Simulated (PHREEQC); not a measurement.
**Buffer: an equilibrium model**

Consider water at 25 °C with 0.0012 mol NaHCO3, 0.00026 mol NH3 and 0.01 mol KCl per kg of water. Closed to the air; pH follows from the charge balance.

The numbers come from PHREEQC with the ion-association model, phreeqc.dat.

No solid was allowed to form.

**Question.** What pH, specific conductance, ionic strength does the model give?

**Answer.** pH 9.23; specific conductance 1520 µS/cm; ionic strength 0.0115 mol/kgw.

**Question.** In which forms is C present?

**Answer.** HCO3- 90 %, CO3-2 9.9 % of the C.
